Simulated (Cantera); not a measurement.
Input: 1 mol SiH₄, 0.51 mol O₂, 9.5 mol N₂, 23 mol H₂O, held at 0.290 bar.

These are equilibrium values from Cantera (NASA tables, ideal gas, pure condensed phases), not measurements of a reactor. Candidate condensed phases: H₂O, Si, SiO₂, Si₂N₂O, Si₃N₄; 35 gas species. The tables hold silica as quartz up to 1696 K and as liquid above; real silica turns to tridymite and cristobalite and melts near 1996 K. Gases not in the tables: Si(OH)₄. Equilibrium is a limit: real reactors are often held back by kinetics, nucleation or transport.

Q: Which condensed phases are stable at each of these points (T (K)): 1373, 1473, 1573, 1673, 1773, 1873, 1973, 2073?

A: 
```
T (K)  condensed phases  Si condensed (%)
-----  ----------------  ----------------
1373     SiO₂(β-quartz)             100.0
1473     SiO₂(β-quartz)             100.0
1573     SiO₂(β-quartz)             100.0
1673     SiO₂(β-quartz)             100.0
1773    SiO₂(condensed)             100.0
1873    SiO₂(condensed)             100.0
1973    SiO₂(condensed)              99.9
2073            SiO₂(l)              99.6
```

From 1373 K to 1673 K the condensed part is SiO₂(β-quartz). From 1773 K to 1973 K the condensed part is SiO₂(condensed). At 2073 K the condensed part is SiO₂(l).
